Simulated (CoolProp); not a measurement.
Saturation properties of R115 (Tc = 353.1 K, pc = 3.129 MPa, ω = 0.248).

The numbers come from the reference Helmholtz-energy equation of state, Lemmon 2016 in CoolProp.

```tsv
T (K)	p (MPa)	liquid density (kg/m³)	enthalpy of vaporisation (kJ/kg)
279.2	0.5311	1373	105.3
285.5	0.6390	1346	101.8
291.7	0.7602	1317	98.19
298	0.9000	1287	94.26
304.3	1.058	1255	90.01
310.5	1.233	1221	85.47
316.8	1.431	1184	80.40
323.1	1.653	1143	74.73
329.3	1.897	1099	68.38
335.6	2.172	1046	60.78
341.9	2.479	981.0	51.28
```

It boils at 233.9 K under 1 atm.
